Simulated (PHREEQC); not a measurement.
Solution (25 °C): 0.0029 mol K3PO4, 0.0026 mol Na2SeO4 and 0.0058 mol H2SO4 per kg of water. Closed to the air; pH follows from the charge balance.

Equilibrium calculation in PHREEQC: ion-association model, wateq4f.dat.

| quantity | before | after |
|---|---|---|
| pH | 2.48 | 2.41 |
| ionic strength (mol/kgw) | 0.0244 | 0.0221 |
| SO4-2 (mol/kgw) | 0.00462 | 0.00451 |
| SeO4-2 (mol/kgw) | 0.00237 | 0.00233 |
| KSO4- (mol/kgw) | 0.000153 | 0.000102 |
| NaSO4- (mol/kgw) | 6.59e-5 | 6.58e-5 |
| SI of Mirabilite (Na2SO4:10H2O) | -6.19 | -6.18 |

What was changed between the two runs?
A. H2SO4 from 0.0058 to 0.0087 mol/kgw
B. diluted 2-fold with water
C. K3PO4 replaced by K2SiO3 at the same molality
D. K3PO4 from 0.0029 to 0.0145 mol/kgw
E. K3PO4 from 0.0029 to 0.0058 mol/kgw

C, K3PO4 replaced by K2SiO3 at the same molality

Precipitation was switched off in this run. Some of these states are supersaturated (in SiO2(a), Quartz (slow to form), for instance). H3PO4, which wateq4f.dat lacks, is added to it with the constant of phreeqc.dat.
